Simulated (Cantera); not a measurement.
# Thermodynamics of iron carbonyl, mercury and lead vapours, feed PbO + O₂ + N₂

Input: 1 mol PbO, 0.055 mol O₂, 0.26 mol N₂, held at 1.33 mbar.

Equilibrium computed with Cantera from the NASA thermochemical tables; the gas is ideal and each condensed phase is pure. Candidate condensed phases: Pb, PbO, PbO₂, Pb₃O₄; 12 gas species. The numbers say what is thermodynamically allowed, not how fast it happens.

```json
[
 {"T (K)": "475", "x N₂": "0.923", "x O₂": "0.0771", "x PbO": "<1e-12", "x NO": "1.09e-10", "x Pb": "<1e-12", "x NO₂": "2.95e-10", "n PbO(red)": "0.800", "n Pb₃O₄(s)": "0.0666", "n PbO(yellow)": "0"},
 {"T (K)": "525", "x N₂": "0.825", "x O₂": "0.175", "x PbO": "<1e-12", "x NO": "1.40e-9", "x Pb": "<1e-12", "x NO₂": "1.41e-9", "n PbO(red)": "1.00", "n Pb₃O₄(s)": "0", "n PbO(yellow)": "0"},
 {"T (K)": "575", "x N₂": "0.825", "x O₂": "0.175", "x PbO": "<1e-12", "x NO": "8.66e-9", "x Pb": "<1e-12", "x NO₂": "2.74e-9", "n PbO(red)": "1.00", "n Pb₃O₄(s)": "0", "n PbO(yellow)": "0"},
 {"T (K)": "625", "x N₂": "0.825", "x O₂": "0.175", "x PbO": "<1e-12", "x NO": "4.00e-8", "x Pb": "<1e-12", "x NO₂": "4.77e-9", "n PbO(red)": "1.00", "n Pb₃O₄(s)": "0", "n PbO(yellow)": "0"},
 {"T (K)": "675", "x N₂": "0.825", "x O₂": "0.175", "x PbO": "2.05e-11", "x NO": "1.47e-7", "x Pb": "<1e-12", "x NO₂": "7.65e-9", "n PbO(red)": "1.00", "n Pb₃O₄(s)": "0", "n PbO(yellow)": "0"},
 {"T (K)": "725", "x N₂": "0.825", "x O₂": "0.175", "x PbO": "6.62e-10", "x NO": "4.51e-7", "x Pb": "<1e-12", "x NO₂": "1.15e-8", "n PbO(red)": "1.00", "n Pb₃O₄(s)": "0", "n PbO(yellow)": "0"},
 {"T (K)": "775", "x N₂": "0.825", "x O₂": "0.175", "x PbO": "1.35e-8", "x NO": "1.20e-6", "x Pb": "<1e-12", "x NO₂": "1.64e-8", "n PbO(red)": "0", "n Pb₃O₄(s)": "0", "n PbO(yellow)": "1.00"},
 {"T (K)": "825", "x N₂": "0.825", "x O₂": "0.175", "x PbO": "1.88e-7", "x NO": "2.84e-6", "x Pb": "1.58e-11", "x NO₂": "2.24e-8", "n PbO(red)": "0", "n Pb₃O₄(s)": "0", "n PbO(yellow)": "1.00"},
 {"T (K)": "875", "x N₂": "0.825", "x O₂": "0.175", "x PbO": "1.93e-6", "x NO": "6.07e-6", "x Pb": "4.60e-10", "x NO₂": "2.96e-8", "n PbO(red)": "0", "n Pb₃O₄(s)": "0", "n PbO(yellow)": "1.000"},
 {"T (K)": "925", "x N₂": "0.825", "x O₂": "0.175", "x PbO": "1.53e-5", "x NO": "1.20e-5", "x Pb": "9.28e-9", "x NO₂": "3.79e-8", "n PbO(red)": "0", "n Pb₃O₄(s)": "0", "n PbO(yellow)": "1.000"},
 {"T (K)": "975", "x N₂": "0.825", "x O₂": "0.175", "x PbO": "9.73e-5", "x NO": "2.20e-5", "x Pb": "1.37e-7", "x NO₂": "4.73e-8", "n PbO(red)": "0", "n Pb₃O₄(s)": "0", "n PbO(yellow)": "1.000"}
]
```
x: gas mole fraction; n: condensed amount in mol.

At 475 K the condensed part is PbO(red) + Pb₃O₄(s). From 525 K to 725 K the condensed part is PbO(red). From 775 K to 975 K the condensed part is PbO(yellow).
